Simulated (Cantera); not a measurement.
A Cantera script and its output.

```python
import numpy as np
import cantera as ct

gas = ct.Solution("gri30.yaml")
gas.TPX = 1350, 62000, {'CO': 0.0065, 'O2': 0.031, 'H2O': 0.02, 'N2': 1}
inlet = ct.Reservoir(gas, clone=True)

reactor = ct.IdealGasConstPressureReactor(gas, energy="off", clone=False)
exhaust = ct.Reservoir(gas, clone=True)
tau = [20, 6.9, 2.3, 0.79, 0.27, 0.091, 0.031, 0.01, 0.0035, 0.0012, 0.00041][0]
for a, b in ((inlet, reactor), (reactor, exhaust)):
    ct.MassFlowController(a, b, mdot=lambda t: reactor.mass / tau)
net = ct.ReactorNet([reactor])
show = ['CO', 'O2', 'H2O', 'OH', 'NO']

rows = []
print(f"{'tau/s':>10s}{'T/K':>9s}" + "".join(f"{s:>11s}" for s in show))
for tau in [20, 6.9, 2.3, 0.79, 0.27, 0.091, 0.031, 0.01, 0.0035, 0.0012, 0.00041]:
    net.initial_time = 0.0
    net.advance(30 * tau)
    before = gas.X
    net.advance(40 * tau)
    drift = np.max(np.abs(gas.X - before) / (gas.X + 1e-9))
    rows.append([gas.T, *gas[show].X, drift])
    print(f"{tau:10.3e}{gas.T:9.1f}" + "".join(f"{x:11.3e}" for x in gas[show].X))
```

It prints:

```
     tau/s      T/K         CO         O2        H2O         OH         NO
 2.000e+01   1350.0  7.823e-06  2.632e-02  1.896e-02  2.316e-05  4.051e-07
 6.900e+00   1350.0  1.610e-05  2.632e-02  1.895e-02  3.252e-05  4.682e-07
 2.300e+00   1350.0  3.378e-05  2.632e-02  1.894e-02  4.629e-05  4.865e-07
 7.900e-01   1350.0  6.924e-05  2.633e-02  1.893e-02  6.527e-05  4.283e-07
 2.700e-01   1350.0  1.418e-04  2.636e-02  1.891e-02  9.200e-05  3.229e-07
 9.100e-02   1350.0  2.907e-04  2.641e-02  1.888e-02  1.295e-04  2.245e-07
 3.100e-02   1350.0  5.831e-04  2.653e-02  1.882e-02  1.793e-04  1.629e-07
 1.000e-02   1350.0  1.176e-03  2.677e-02  1.872e-02  2.443e-04  1.327e-07
 3.500e-03   1350.0  2.145e-03  2.720e-02  1.861e-02  3.045e-04  1.089e-07
 1.200e-03   1350.0  3.625e-03  2.789e-02  1.854e-02  3.266e-04  5.517e-08
 4.100e-04   1350.0  5.261e-03  2.874e-02  1.868e-02  2.290e-04  6.046e-09
```

Model: GRI-Mech 3.0 (53 species, 325 reactions), integrated in Cantera.
